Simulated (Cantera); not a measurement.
Cantera run, input and output.

```python
import numpy as np
import cantera as ct

gas = ct.Solution("gri30.yaml")
gas.TPX = 1450, 13332, {'CH4': 1, 'N2': 46}
reactor = ct.IdealGasConstPressureReactor(gas, energy="off", clone=False)
net = ct.ReactorNet([reactor])
net.rtol, net.atol = 1e-08, 1e-18
show = ['CH4', 'CH2', 'C2H4', 'C2H', 'C2H6']
times = np.geomspace(7e-06, 80, 15)

steps = ct.SolutionArray(gas, extra=["t"])
rows = []
print(f"{'t/s':>10s}{'T/K':>9s}{'P/Pa':>11s}" + "".join(f"{s:>11s}" for s in show))
for t in times:
    while net.time < t:
        t_next = net.step()
        steps.append(gas.state, t=t_next)
    rows.append([np.interp(t, steps.t, y) for y in (steps.T, steps.P, *steps(*show).X.T)])
    print(f"{t:10.3e}{rows[-1][0]:9.1f}{rows[-1][1]:11.4g}" + "".join(f"{x:11.3e}" for x in rows[-1][2:]))
rate = np.gradient(steps.T, steps.t)
print("integrator steps:", len(steps.t))
if steps.T.max() > steps.T[0] + 200:
    print(f"time of steepest temperature rise: {steps.t[rate.argmax()]:.4e} s")
gas.TPX = 1450, 13332, {'CH4': 1, 'N2': 46}
gas.equilibrate("TP")
print(f"equilibrium (TP): T = {gas.T:.1f} K  " + "  ".join(f"{s} {gas[s].X[0]:.3e}" for s in show))
```

Result:

```
       t/s      T/K       P/Pa        CH4        CH2       C2H4        C2H       C2H6
 7.000e-06   1450.0  1.333e+04  2.128e-02  1.373e-17  1.572e-18  3.009e-34  1.283e-17
 2.235e-05   1450.0  1.333e+04  2.128e-02  3.853e-16  8.597e-17  2.833e-31  5.705e-16
 7.135e-05   1450.0  1.333e+04  2.128e-02  7.203e-15  7.390e-15  3.662e-28  2.855e-14
 2.278e-04   1450.0  1.333e+04  2.128e-02  6.834e-14  4.356e-13  2.760e-25  1.217e-12
 7.272e-04   1450.0  1.333e+04  2.128e-02  5.023e-13  1.748e-11  1.282e-22  4.322e-11
 2.322e-03   1450.0  1.333e+04  2.128e-02  4.147e-12  6.035e-10  4.714e-20  1.390e-09
 7.412e-03   1450.0  1.333e+04  2.127e-02  3.751e-11  1.964e-08  1.628e-17  3.995e-08
 2.366e-02   1450.0  1.333e+04  2.126e-02  2.984e-10  5.607e-07  4.544e-15  8.148e-07
 7.555e-02   1450.0  1.333e+04  2.121e-02  1.606e-09  1.131e-05  3.629e-13  7.526e-06
 2.412e-01   1450.0  1.333e+04  2.081e-02  5.548e-09  1.399e-04  1.227e-11  3.067e-05
 7.701e-01   1450.0  1.333e+04  1.889e-02  6.317e-09  4.370e-04  1.677e-10  3.140e-05
 2.458e+00   1450.0  1.333e+04  1.524e-02  3.665e-09  1.907e-04  4.952e-10  1.352e-05
 7.849e+00   1450.0  1.333e+04  9.962e-03  2.133e-09  6.277e-05  8.974e-10  4.714e-06
 2.506e+01   1450.0  1.333e+04  4.495e-03  1.075e-09  2.349e-05  1.399e-09  9.770e-07
 8.000e+01   1450.0  1.333e+04  1.376e-03  4.062e-10  1.900e-05  1.832e-09  1.053e-07
integrator steps: 1293
equilibrium (TP): T = 1450.0 K  CH4 4.197e-05  CH2 1.429e-11  C2H4 2.937e-06  C2H 3.014e-10  C2H6 1.563e-10
```

Detailed kinetics in Cantera: GRI-Mech 3.0 (53 species, 325 reactions). GRI-Mech 3.0 stops at C3 and has no aromatics, soot or wall deposition, so with more carbon than oxygen in the feed, carbon stays in small species such as C2H2 where larger ones or solid carbon would form.
